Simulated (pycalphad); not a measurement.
An equivalent pycalphad script:

```python
from pycalphad import Database, equilibrium, calculate, variables as v
import numpy as np
db = Database('COST507.tdb')
comps = ['AL', 'SI', 'C', 'VA']
phases = ['AL4C3', 'AL4SIC4', 'AL8SIC7', 'CSI', 'DIAMOND_A4', 'FCC_A1', 'GRAPHITE', 'LIQUID']
eq = equilibrium(db, comps, phases, {v.X('SI'): 0.0022, v.X('C'): 0.0659, v.T: np.arange(1850, 499, -75), v.P: 101325, v.N: 1}, output=['HM', 'SM'])
```

Source of the numbers: pycalphad with the COST 507 light-alloy database (1999); pressure 1 atm. The database dates from 1999; later assessments differ in places, in temperatures and in the compounds included. Phase fractions are per mole of atoms. Kinetics are ignored, which matters at the lower temperatures.

Results at three of the temperatures:

```
T = 1475.00 K, P = 101325 Pa, N = 1 mol of atoms
G = -80090 J/mol, H = 38503 J/mol, S = 80.40 J/(mol K)  (SER reference)
chemical potentials (J/mol): Al -80800, Si -134651, C -68222
phase             fraction      x(Al)      x(Si)       x(C)
LIQUID              0.8464     0.9973     0.0026   8.64e-05
AL4C3               0.1536     0.5713   0.000101     0.4286
```

```
T = 1175.00 K, P = 101325 Pa, N = 1 mol of atoms
G = -56985 J/mol, H = 29228 J/mol, S = 73.37 J/(mol K)  (SER reference)
chemical potentials (J/mol): Al -56045, Si -94339, C -69039
phase             fraction      x(Al)      x(Si)       x(C)
LIQUID              0.8462     0.9974     0.0026   4.81e-07
AL4C3               0.1538     0.5713   7.97e-05     0.4286
```

```
T = 1025.00 K, P = 101325 Pa, N = 1 mol of atoms
G = -46287 J/mol, H = 24614 J/mol, S = 69.17 J/(mol K)  (SER reference)
chemical potentials (J/mol): Al -44547, Si -74931, C -69938
phase             fraction      x(Al)      x(Si)       x(C)
LIQUID              0.8462     0.9974     0.0026   1.17e-08
AL4C3               0.1538     0.5714    6.8e-05     0.4286
```

Changes of the phase set, refined by bisection:

```json
[
 {"T (K)": "931.9", "phases above": "AL4C3 + liquid", "phases below": "AL4C3 + fcc + liquid"},
 {"T (K)": "927.8", "phases above": "AL4C3 + fcc + liquid", "phases below": "AL4C3 + AL8SIC7 + fcc"}
]
```

Database names, with the compositions (at.%) that they take in these runs: AL4C3: Al 57 C 43; AL8SIC7: Al 50 C 44 Si 6.
